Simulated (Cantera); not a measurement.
Feed: 1 mol MgO, 3.8 mol C, 0.065 mol CO, at 120000 Pa.

Cantera equilibrium calculation (NASA polynomials, part measured and part estimated; ideal gas, pure solids and liquids). Candidate condensed phases: C, Mg, MgCO₃, MgO; 15 gas species. The numbers say what is thermodynamically allowed, not how fast it happens.

x: gas mole fraction; n: condensed amount in mol.

| T (K) | x CO | x Mg | x CO₂ | x Mg₂ | x C₃ | n C(graphite) | n MgO(s) |
|---|---|---|---|---|---|---|---|
| 1048 | 0.821 | <1e-12 | 0.179 | <1e-12 | <1e-12 | 3.81 | 1.00 |
| 1248 | 0.988 | (withheld) | (withheld) | <1e-12 | <1e-12 | 3.80 | 1.00 |
| 1448 | 0.999 | 6.82e-8 | 0.00128 | <1e-12 | <1e-12 | 3.80 | 1.00 |
| 1648 | 1.000 | 3.47e-5 | 0.000244 | <1e-12 | <1e-12 | 3.80 | 1.000 |
| 1848 | 0.995 | 0.00444 | 6.71e-5 | 3.66e-9 | <1e-12 | 3.80 | 1.000 |
| 2048 | (withheld) | (withheld) | (withheld) | (withheld) | (withheld) | 3.75 | 0.949 |
| 2248 | 0.516 | 0.484 | 2.87e-6 | 2.66e-5 | 5.21e-9 | 2.80 | 0 |
| 2448 | 0.516 | 0.484 | 1.46e-6 | 2.15e-5 | 1.81e-7 | 2.80 | 0 |
| 2648 | 0.516 | 0.484 | 8.33e-7 | 1.77e-5 | 3.63e-6 | 2.80 | 0 |

Question: Complete the blanks.

Answer: 
- 1248, x Mg: 1.74e-11
- 1248, x CO₂: 0.0116
- 2048, x CO: 0.695
- 2048, x Mg: 0.305
- 2048, x CO₂: 1.18e-5
- 2048, x Mg₂: 1.34e-5
- 2048, x C₃: 7.32e-11
